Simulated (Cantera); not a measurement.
Input: 1 mol TEOS, 9.2 mol N2O, 11 mol H2, equilibrated at 49.0 Pa.

Method: chemical equilibrium by Gibbs-energy minimisation in Cantera with the NASA 1993 tables (ideal gas, pure condensed phases). Candidate condensed phases: C, C6H6, C7H8, C8H18, H2O, Si, SiC, SiO2, Si2N2O, Si3N4; 151 gas species. The feed counts by its element totals alone. The tables hold silica as quartz up to 1696 K and as liquid above; real silica turns to tridymite and cristobalite and melts near 1996 K. Equilibrium is a limit: real reactors are often held back by kinetics, nucleation or transport.

Problem. What share of the Si ends up in condensed phases as a function of T (°C), at 927, 1002, 1077, 1152, 1227, 1302, 1377, 1452, 1527, 1602, 1677, 1752?

Solution. 
```tsv
T (°C)	Si condensed (%)	as
927	100.0	SiO2(β-quartz)
1002	100.0	SiO2(β-quartz)
1077	100.0	SiO2(β-quartz)
1152	100.0	SiO2(β-quartz)
1227	99.9	SiO2(β-quartz)
1302	99.3	SiO2(β-quartz)
1377	95.7	SiO2(β-quartz)
1452	78.1	SiO2(condensed)
1527	16.4	SiO2(condensed)
1602	0.0	-
1677	0.0	-
1752	0.0	-
```
